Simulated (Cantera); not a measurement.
Input: 1 mol PbO, a varied amount of CO, 21 mol N₂, equilibrated at 60.0 Pa.

Equilibrium computed with Cantera from the NASA thermochemical tables; the gas is ideal and each condensed phase is pure. Candidate condensed phases: C, Pb, PbO, PbO₂, Pb₃O₄; 27 gas species. Equilibrium is a limit: real reactors are often held back by kinetics, nucleation or transport.

Problem. What condenses at these points (T in K, n(CO) in mol): (1298, 4.4); (1048, 0.21); (1248, 2.1); (1048, 4.4); (1248, 1.4)?

Solution. 
| T (K) | n(CO) in mol | condensed phases | Pb condensed (%) |
|---|---|---|---|
| 1298 | 4.4 | gas only | 0.0 |
| 1048 | 0.21 | PbO | 74.0 |
| 1248 | 2.1 | gas only | 0.0 |
| 1048 | 4.4 | gas only | 0.0 |
| 1248 | 1.4 | gas only | 0.0 |
